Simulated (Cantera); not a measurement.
## Hydrocarbon pyrolysis for carbon deposition

An isothermal, constant-pressure homogeneous reactor starts with CH4 : H2 : H2O = 1 : 11 : 1.1 (molar parts), at 1950 K and 100.0 Torr.

Computed with Cantera and GRI-Mech 3.0 (53 species, 325 reactions).

| t (s) | x CH4 | x H2 | x H | x C2H | x C2H2 |
|---|---|---|---|---|---|
| 2.00e-6 | 0.0763 | 0.840 | 1.03e-5 | <1e-12 | <1e-12 |
| 7.43e-6 | 0.0763 | 0.840 | 3.40e-5 | <1e-12 | 7.57e-12 |
| 2.76e-5 | 0.0761 | 0.840 | 0.000121 | <1e-12 | 2.73e-9 |
| 0.000102 | 0.0755 | 0.839 | 0.000440 | 7.44e-12 | 9.06e-7 |
| 0.000381 | 0.0724 | 0.839 | 0.00146 | 6.81e-9 | 0.000250 |
| 0.00141 | 0.0576 | 0.847 | 0.00231 | 2.77e-7 | 0.00647 |
| 0.00525 | 0.0305 | 0.865 | 0.00252 | 8.92e-7 | 0.0195 |
| 0.0195 | 0.0106 | 0.880 | 0.00278 | 1.37e-6 | 0.0276 |
| 0.0725 | 0.00485 | 0.890 | 0.00292 | 1.30e-6 | 0.0252 |
| 0.269 | 0.00305 | 0.903 | 0.00296 | 8.02e-7 | 0.0156 |
| 1.00 | 0.00131 | 0.916 | 0.00301 | 2.99e-7 | 0.00581 |
x: mole fraction; the columns are a selection and need not sum to one.

Equilibrium at this temperature and pressure: CH4 9.79e-9, H2 0.924, H 0.00304, C2H <1e-12, C2H2 1.59e-11 (gas phase only).
